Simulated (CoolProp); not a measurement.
R114 along the isotherm 293.7 K: density (kg/m³) from the reference equation and from simpler models built on Tc = 420.6 K, pc = 3.352 MPa, ω = 0.252; each cubic takes its own stable root.

The numbers come from the reference Helmholtz-energy equation of state, Platzer 1990 in CoolProp. This equation is an older, rougher fit; its heat capacities, sound speeds and derivatives of the liquid may be far off and weren't checked against measurements.

```
p (MPa)   phase  reference  Redlich-Kwong  Peng-Robinson
-------  ------  ---------  -------------  -------------
1.05     liquid       1472           1366           1605
2.1      liquid       1476           1375           1613
3.14     liquid       1481           1385           1619
4.19     liquid       1485           1393           1626
5.24     liquid       1489           1401           1632
6.29     liquid       1493           1409           1638
7.33     liquid       1496           1416           1644
8.38     liquid       1500           1423           1649
```
